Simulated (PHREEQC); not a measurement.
0.01 g of hydrous ferric oxide (600 m²/g; 0.2 weak and 0.005 strong sites per Fe, Dzombak-Morel constants, diffuse double layer) in 1 kg of water with 0.005 mol/kgw of an inert sodium salt and 1.1e-05 mol/kgw Na2SO4 and 3e-05 mol/kgw H3BO3, at 25 °C; the pH is set by adding NaOH or the inert anion's acid. Oxygen is held at 0.21 atm. No CO2 enters from the air. Precipitation was switched off in this run.

The series has 13 steps of pH, from 3 to 9.

Model: ion-association model, wateq4f.dat, run in PHREEQC.

Problem. Near which pH is half of the S sorbed, and on which side is more sorbed?

Solution. Near pH 4.9, with more sorbed at lower pH.

The oxide is taken as insoluble; below pH 4 it would dissolve.
